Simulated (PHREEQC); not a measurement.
Dissolve 0.0031 mol HF, 0.0018 mol Na3PO4 and 0.00014 mol HNO3 per kg of water at 25 °C. Closed to the air; pH follows from the charge balance.

Computed with PHREEQC (ion-association model, wateq4f.dat).

```
Property                    Value
----------------  ---------------
pH                           6.50
ionic strength    0.00575 mol/kgw
total alkalinity     0.360 meq/kg
```

| species | molality | activity | log γ |
|---|---|---|---|
| Na+ | 0.00539 | 0.00498 | -0.035 |
| F- | 0.00309 | 0.00285 | -0.036 |
| H2PO4- | 0.00144 | 0.00133 | -0.034 |
| HPO4-2 | 0.000359 | 0.000262 | -0.138 |
| NO3- | 0.000140 | 0.000129 | -0.036 |
| NaF | 8.14e-6 | 8.15e-6 | 0.001 |
| NaHPO4- | 2.74e-6 | 2.54e-6 | -0.034 |
| HF | 1.35e-6 | 1.35e-6 | 0.001 |
| H+ | 3.39e-7 | 3.16e-7 | -0.032 |
| H3PO4 | 6.17e-8 | 6.18e-8 | 0.001 |

This is a speciation only: nothing precipitates in the calculation. H3PO4, which wateq4f.dat lacks, is added to it with the constant of phreeqc.dat.
